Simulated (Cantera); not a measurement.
Input: 1 mol CH3OH, 0.29 mol O2, a varied amount of H2, at 623.15 K and 26.0 mbar.

Cantera equilibrium calculation (NASA polynomials, part measured and part estimated; ideal gas, pure solids and liquids). Candidate condensed phases: C, C6H6, C7H8, C8H18, H2O; 110 gas species. Kinetics and transport are ignored.

Task: At 2.4 mol H2, list the 5 most abundant gas species with their mole fractions, and the condensed phases.

Result: H2 0.427, H2O 0.311, CH4 0.209, CO2 0.0504, CO 0.00326. Condensed: gas only.
